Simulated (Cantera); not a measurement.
Charge: 1 mol borazine, 0.99 mol O2, at 0.00260 bar.

Method: chemical equilibrium by Gibbs-energy minimisation in Cantera with the NASA 1993 tables (ideal gas, pure condensed phases). Candidate condensed phases: B, BN, B2O3, B3O3H3, H2O; 39 gas species. The feed counts by its element totals alone. Kinetics and transport are ignored.

Over these rows the condensed part is BN(s). Partial pressures as log10 of bar:

```csv
T (K),1000/T (1/K),log p HBO2,log p H2,log p N2,log p HBO,log p B2O2
1650,0.6061,-4.23,-2.79,-3.37,-3.81,-4.12
1725,0.5797,?,-2.81,-3.35,-3.65,-3.85
1800,0.5556,-4.74,-2.83,-3.32,-3.55,-3.69
1875,0.5333,-5.10,-2.86,-3.31,-3.50,-3.62
1950,0.5128,-5.50,-2.88,-3.31,-3.49,-3.63
2025,0.4938,-5.93,-2.89,-3.31,-3.50,-3.70
```

Q: Fit log p(HBO2) = a + b·(1000/T) to the five rows, give the apparent enthalpy, and predict the row at 1725 K.

A: Means: 1000/T = 0.5403, log p = -5.100. Sxy = 0.112349, Sxx = 0.0075312, so b = 14.92 and a = -5.100 − (14.92)×0.5403 = -13.16.
Apparent enthalpy: −19.145 × (14.92) = -286 kJ/mol. With the condensed phases at unit activity, 1/2 N2(g) + 2 HBO(g) = HBO2(g) + BN(s) + 1/2 H2(g) links this pressure to the main gases: over the six rows their terms move log p by +0.70 in all, so the slope isn't that reaction's ΔH° alone. The five rows lie within 0.14 of the line; that is curvature, so one enthalpy describes this range poorly.
Prediction at 1725 K: -13.16 + (14.92)×0.5797 = -4.51. The computed value is -4.46, 0.05 from the line.
